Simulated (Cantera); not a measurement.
A closed system holds: 1 mol Fe2O3, 2.6 mol H2S, 0.098 mol O2, at 0.0230 bar.

Method: chemical equilibrium by Gibbs-energy minimisation in Cantera with the NASA 1993 tables (ideal gas, pure condensed phases). Candidate condensed phases: Fe, FeO, Fe(OH)2, Fe(OH)3, FeS, FeSO4, FeS2, Fe2O3, Fe2(SO4)3, Fe3O4, H2O, H2SO4, S; 22 gas species. FeS: taken at fixed stoichiometry. Gases not in the tables: S3 to S7. Kinetics and transport are ignored.

Task: At 948 K, list the 6 most abundant gas species with their mole fractions, and the condensed phases.

Result: H2O 0.824, SO2 0.115, H2S 0.0293, S2 0.0263, H2 0.00485, S2O 0.000515. Condensed: FeS(s).
